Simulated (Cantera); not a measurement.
A Cantera script and what it prints.

```python
import numpy as np
import cantera as ct

gas_names = """
    N NO NO2 NO3 N2 N2O O O2 O3 Pb PbO Pb2
""".split()
cond_names = """
    Pb(cr) Pb(L) PbO(rd) PbO(yw) PbO(L) PbO2(s) Pb3O4(s)
""".split()


# ... load() reads the species with a 1 bar reference pressure and builds the phases ...
atoms = {
    'Pb': {'Pb': 1},
    'N2': {'N': 2},
    'O2': {'O': 2},
}
top_T = {'Pb3O4(s)': 820}  # K; cautious upper limits of use, not melting points


# ... equilibrate(T, P, feed) seeds the gas with the atoms and calls Mixture.equilibrate('TP', solver="vcs", rtol=1e-11, max_steps=5000) ...
results = []
feed = {'Pb': 1, 'N2': 3.7, 'O2': 1.9}  # mol
P = 13332.2  # Pa
for T in [573, 723, 873, 1023, 1173, 1323, 1473, 1623]:
    mix = equilibrate(T, P, feed)
    results.append((T, P, feed, dict(zip(mix.species_names, mix.species_moles))))

top = {s: max(r[3][s] / sum(r[3][g] for g in gas_names) for r in results) for s in gas_names}
cols = sorted((s for s in top if top[s] > 1e-05), key=lambda s: -top[s])[:9]
seen = [c for c in cond_names if any(r[3].get(c, 0) > 1e-12 for r in results)]
print("log10 of partial pressures in bar; condensed amounts in mol")
print(f"{'T/K':>10s}" + "".join(f"{s[:9]:>10s}" for s in cols + seen))
for T, P, feed, n in results:
    ng = sum(n[g] for g in gas_names)
    print(f"{T:10.4g}" + "".join(f"{np.log10(max(n[s] / ng * P / 1e5, 1e-99)):10.3f}" for s in cols)
          + "".join(f"{n.get(c, 0):10.4g}" for c in seen))
```

Output:

```
log10 of partial pressures in bar; condensed amounts in mol
       T/K        N2        O2       PbO        Pb        NO         O   PbO(rd)   PbO(yw)    PbO(L)  Pb3O4(s)
       573    -1.000    -1.477   -17.525   -26.174    -8.909   -20.338         0         0         0    0.3333
       723    -1.014    -1.437   -12.111   -18.408    -7.168   -15.567         1         0         0         0
       873    -1.014    -1.437    -8.627   -13.366    -6.034   -12.440         0         1         0         0
      1023    -1.014    -1.437    -6.192    -9.827    -5.232   -10.225         0         1         0         0
      1173    -1.015    -1.437    -4.413    -7.226    -4.635    -8.573         0         0    0.9985         0
      1323    -1.017    -1.439    -3.176    -5.350    -4.176    -7.295         0         0    0.9742         0
      1473    -1.036    -1.458    -2.207    -3.864    -3.827    -6.283         0         0    0.7447         0
      1623    -1.095    -1.509    -1.688    -2.905    -3.582    -5.476         0         0         0         0
```

Cantera equilibrium calculation (NASA polynomials, part measured and part estimated; ideal gas, pure solids and liquids). Gases not in the tables: (PbO)n polymers.
